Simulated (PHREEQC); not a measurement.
1 kg of water holding 0.065 mol NaCl, 0.0036 mol MgSO4 and 0.0096 mol KCl is evaporated at 30 °C; the solids stay in contact with the brine. No CO2 enters from the air. Only these solids could form: Arcanite, Bischofite, Bloedite, Brucite, Carnallite, Epsomite, Glaserite, Halite, Hexahydrite, Kainite, Kieserite, Leonite, Mirabilite, Misenite, Schoenite, Sylvite, Thenardite, MgCl2_4H2O.

The series has 28 steps of water left (kg), from 1 to 0.005012.

Equilibrium calculation in PHREEQC: Pitzer model, pitzer.dat.

Which solids form, in which order, and at which step of the series does each first stand?

Halite from water left = 0.01099 kg; Glaserite from water left = 0.006093 kg.
